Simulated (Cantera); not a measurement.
Feed: 1 mol SiCl4, 9.7 mol NH3, equilibrated at 750 Torr.

These are equilibrium values from Cantera (NASA tables, ideal gas, pure condensed phases), not measurements of a reactor. Candidate condensed phases: NH4Cl, Si, Si3N4; 28 gas species. The tables' values for SiCl3, SiCl, SiN are old estimates; treat these amounts as uncertain. Gases not in the tables: Si2H6 and higher silanes. Rates play no part. All values below are at 1802 °C.

Base state: H2 0.625, N2 0.226, HCl 0.105, SiCl2 0.0389, H 0.00211, SiCl3 0.000923, SiCl 0.000284, Cl 0.000262 (mole fractions); condensed: Si(l).

Q: What changes in the equilibrium state with this change: SiCl4 replaced by SiH4?

A: 
| species | before | after |
|---|---|---|
| H2 | 0.625 | 0.771 |
| N2 | 0.226 | 0.226 |
| H | 0.00211 | 0.00234 |
| HCl | 0.105 | 0 |
| SiCl2 | 0.0389 | 0 |
| SiH2 | 0.000100 | 0.000123 |
| SiCl3 | 0.000923 | 0 |
| SiCl | 0.000284 | 0 |
| Cl | 0.000262 | 0 |
| Si(l), mol | 0.131 | 0.993 |
The tables' values for SiN are old estimates; treat these amounts as uncertain.

Q: What changes in the equilibrium state with this change: pressure from 750 Torr to 0.0450 Torr?

A: 
```csv
species,before,after
H2,0.625,0.403
H,0.00211,0.218
N2,0.226,0.189
Cl,0.000262,0.0434
Si,0.000102,0.0364
SiCl2,0.0389,0.00138
HCl,0.105,0.108
SiHCl3,6.03e-5,<1e-9
SiH2Cl2,3.19e-5,<1e-9
SiCl4,2.25e-5,<1e-9
"Si(l), mol",0.131,0
```
The tables' values for SiCl, SiN are old estimates; treat these amounts as uncertain.
